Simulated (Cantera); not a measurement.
An isothermal, constant-pressure homogeneous reactor starts with H2 : O2 : N2 = 1.8 : 1 : 2 (molar parts), equivalence ratio 0.90, at 1325 K and 0.132 atm.

Detailed kinetics in Cantera: GRI-Mech 3.0 (53 species, 325 reactions). The temperature is held fixed by assumption; the heat of reaction is taken as removed at once.

x: mole fraction; the columns are a selection and need not sum to one.

```json
[
 {"t (s)": "3.00e-6", "x H2": "0.375", "x O2": "0.208", "x O": "1.53e-9", "x HO2": "…", "x H": "1.86e-8"},
 {"t (s)": "2.40e-5", "x H2": "0.375", "x O2": "0.208", "x O": "9.29e-8", "x HO2": "…", "x H": "6.32e-7"},
 {"t (s)": "0.000192", "x H2": "0.0565", "x O2": "0.0714", "x O": "0.0308", "x HO2": "…", "x H": "0.160"},
 {"t (s)": "0.00153", "x H2": "0.0210", "x O2": "0.0364", "x O": "0.00361", "x HO2": "…", "x H": "0.0160"},
 {"t (s)": "0.0122", "x H2": "0.000959", "x O2": "0.0259", "x O": "0.000101", "x HO2": "…", "x H": "0.000114"},
 {"t (s)": "0.0979", "x H2": "2.30e-5", "x O2": "0.0256", "x O": "2.53e-6", "x HO2": "…", "x H": "4.43e-7"},
 {"t (s)": "0.783", "x H2": "1.83e-6", "x O2": "0.0256", "x O": "2.11e-7", "x HO2": "…", "x H": "1.04e-8"},
 {"t (s)": "6.26", "x H2": "1.07e-6", "x O2": "0.0256", "x O": "1.22e-7", "x HO2": "1.27e-8", "x H": "4.66e-9"},
 {"t (s)": "50.0", "x H2": "1.07e-6", "x O2": "0.0256", "x O": "1.22e-7", "x HO2": "1.27e-8", "x H": "4.66e-9"}
]
```

**Question.** What belongs in the gaps?

**Answer.** 
- 3.00e-6, x HO2: 1.83e-8
- 2.40e-5, x HO2: 1.50e-7
- 0.000192, x HO2: 1.23e-5
- 0.00153, x HO2: 8.97e-6
- 0.0122, x HO2: 2.77e-6
- 0.0979, x HO2: 1.16e-7
- 0.783, x HO2: 1.49e-8
